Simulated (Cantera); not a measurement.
# Premixed flame

A freely propagating, adiabatic, planar premixed flame of CH₄ : O₂ : N₂ = 1 : 1.43 : 5.37 (molar parts), equivalence ratio 1.4, unburnt at 700 K and 5.00 bar; multicomponent transport, grid criteria slope 0.08 and curve 0.16, no radiation.

Detailed kinetics in Cantera: GRI-Mech 3.0 (53 species, 325 reactions). Burning velocities carry a grid error of a few per cent, more on coarse grids.

```json
[
 {"z (mm)": "-0.451", "T (K)": "701", "u (m/s)": "0.561", "x CH₄": "0.128", "x O₂": "0.182", "x HO₂": "1.97e-7", "x H": "<1e-8", "x O": "<1e-8", "x NO": "<1e-8"},
 {"z (mm)": "-0.301", "T (K)": "709", "u (m/s)": "0.569", "x CH₄": "0.126", "x O₂": "0.181", "x HO₂": "1.33e-6", "x H": "<1e-8", "x O": "<1e-8", "x NO": "2.12e-8"},
 {"z (mm)": "-0.226", "T (K)": "733", "u (m/s)": "0.593", "x CH₄": "0.124", "x O₂": "0.178", "x HO₂": "5.58e-6", "x H": "<1e-8", "x O": "<1e-8", "x NO": "9.60e-8"},
 {"z (mm)": "-0.150", "T (K)": "849", "u (m/s)": "0.695", "x CH₄": "0.114", "x O₂": "0.167", "x HO₂": "2.98e-5", "x H": "9.53e-8", "x O": "1.01e-8", "x NO": "6.71e-7"},
 {"z (mm)": "-0.0752", "T (K)": "1278", "u (m/s)": "1.07", "x CH₄": "0.0778", "x O₂": "0.123", "x HO₂": "9.86e-5", "x H": "1.57e-5", "x O": "2.53e-6", "x NO": "5.28e-6"},
 {"z (mm)": "-0.0376", "T (K)": "1650", "u (m/s)": "1.40", "x CH₄": "0.0440", "x O₂": "0.0790", "x HO₂": "0.000112", "x H": "0.000178", "x O": "2.57e-5", "x NO": "1.14e-5"},
 {"z (mm)": "0", "T (K)": "1993", "u (m/s)": "1.71", "x CH₄": "0.0143", "x O₂": "0.0333", "x HO₂": "4.12e-5", "x H": "0.00106", "x O": "8.75e-5", "x NO": "2.14e-5"},
 {"z (mm)": "0.0376", "T (K)": "2165", "u (m/s)": "1.86", "x CH₄": "0.00338", "x O₂": "0.00987", "x HO₂": "8.24e-6", "x H": "0.00209", "x O": "8.33e-5", "x NO": "3.73e-5"},
 {"z (mm)": "0.0752", "T (K)": "2223", "u (m/s)": "1.91", "x CH₄": "0.00106", "x O₂": "0.00280", "x HO₂": "1.84e-6", "x H": "0.00230", "x O": "4.92e-5", "x NO": "5.43e-5"},
 {"z (mm)": "0.150", "T (K)": "2253", "u (m/s)": "1.93", "x CH₄": "0.000251", "x O₂": "0.000305", "x HO₂": "1.75e-7", "x H": "0.00193", "x O": "2.15e-5", "x NO": "7.85e-5"},
 {"z (mm)": "0.301", "T (K)": "2264", "u (m/s)": "1.94", "x CH₄": "5.43e-5", "x O₂": "2.25e-5", "x HO₂": "2.08e-8", "x H": "0.00143", "x O": "1.07e-5", "x NO": "0.000103"},
 {"z (mm)": "0.602", "T (K)": "2269", "u (m/s)": "1.94", "x CH₄": "8.30e-6", "x O₂": "8.33e-6", "x HO₂": "<1e-8", "x H": "0.00112", "x O": "6.45e-6", "x NO": "0.000124"},
 {"z (mm)": "1.20", "T (K)": "2270", "u (m/s)": "1.95", "x CH₄": "5.21e-7", "x O₂": "6.01e-6", "x HO₂": "<1e-8", "x H": "0.000964", "x O": "4.80e-6", "x NO": "0.000138"}
]
```
x: mole fraction of selected species; z is measured from the peak of heat release.

The laminar burning velocity is 55.7 cm/s, the thermal thickness is 0.150 mm and the peak x(HO₂) comes out as 0.000118. The peak x(H) comes out as 0.00231 and the peak x(O) comes out as 9.62e-5. The grid points is 132.
